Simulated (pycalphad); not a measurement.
CALPHAD calculation (pycalphad, COST 507 light-alloy database (1999)), 1 atm. The data set is of 1999 and partly superseded. Phase fractions are per mole of atoms.

Task: Give the equilibrium state of Al-45.6Si (at.%) at 1150 K.

Result: LIQUID, fraction 0.819, with 33.6 Si at.%; DIAMOND_A4, fraction 0.181, with >99.99 Si at.%.

Task: Give the equilibrium state of Al-45.6Si (at.%) at 850 K.

Result: 
```
T = 850.00 K, P = 101325 Pa, N = 1 mol of atoms
G = -28752 J/mol, H = 14712 J/mol, S = 51.13 J/(mol K)  (SER reference)
chemical potentials (J/mol): Al -33077, Si -23592
phase             fraction      x(Al)      x(Si)
FCC_A1              0.5522     0.9851     0.0149
DIAMOND_A4          0.4478   8.94e-07     1.0000
```

FCC_A1 is fcc; DIAMOND_A4 is diamond (Si).
